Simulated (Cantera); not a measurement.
## MgO + H2 (sublimation and decomposition of ceramics)

Charge: 1 mol MgO, 0.81 mol H2, equilibrated at 1.33 mbar.

These are equilibrium values from Cantera (NASA tables, ideal gas, pure condensed phases), not measurements of a reactor. Candidate condensed phases: H2O, Mg, MgO, Mg(OH)2; 15 gas species. The tables' values for MgH are old estimates; treat these amounts as uncertain. Kinetics and transport are ignored.

| T (K) | x H2 | x Mg | x H | x H2O | x O | x O2 | x OH | n MgO(s) |
|---|---|---|---|---|---|---|---|---|
| 1525 | 0.997 | 0.00119 | 0.000647 | 0.00119 | 1.33e-11 | <1e-12 | 2.40e-8 | 0.999 |
| 1625 | 0.990 | 0.00383 | 0.00192 | 0.00383 | 5.01e-10 | <1e-12 | 3.13e-7 | 0.997 |
| 1725 | 0.974 | 0.0107 | 0.00502 | 0.0107 | 1.24e-8 | 6.07e-11 | 3.03e-6 | 0.991 |
| 1825 | 0.936 | 0.0261 | 0.0117 | 0.0261 | 2.18e-7 | 2.68e-9 | 2.28e-5 | 0.978 |
| 1925 | 0.862 | 0.0568 | 0.0243 | 0.0567 | 2.91e-6 | 8.33e-8 | 0.000138 | 0.950 |
| 2025 | 0.735 | 0.110 | 0.0452 | 0.109 | 3.12e-5 | 1.99e-6 | 0.000700 | 0.897 |
| 2125 | 0.554 | 0.186 | 0.0740 | 0.182 | 0.000286 | 4.00e-5 | 0.00302 | 0.805 |
| 2225 | 0.347 | 0.273 | 0.105 | 0.258 | 0.00235 | 0.000735 | 0.0113 | 0.663 |
| 2325 | 0.166 | 0.358 | 0.123 | 0.281 | 0.0174 | 0.0123 | 0.0347 | 0.439 |
| 2425 | 0.0777 | 0.418 | 0.137 | 0.171 | 0.0670 | 0.0610 | 0.0571 | 0 |
| 2525 | 0.0770 | 0.379 | 0.213 | 0.0999 | 0.107 | 0.0568 | 0.0590 | 0 |
| 2625 | 0.0631 | 0.343 | 0.292 | 0.0466 | 0.153 | 0.0459 | 0.0513 | 0 |
| 2725 | 0.0433 | 0.315 | 0.356 | 0.0175 | 0.196 | 0.0318 | 0.0376 | 0 |
x: gas mole fraction; n: condensed amount in mol.

From 1525 K to 2325 K the condensed part is MgO(s). From 2425 K to 2725 K nothing is condensed. The main Mg-bearing gas is Mg throughout.
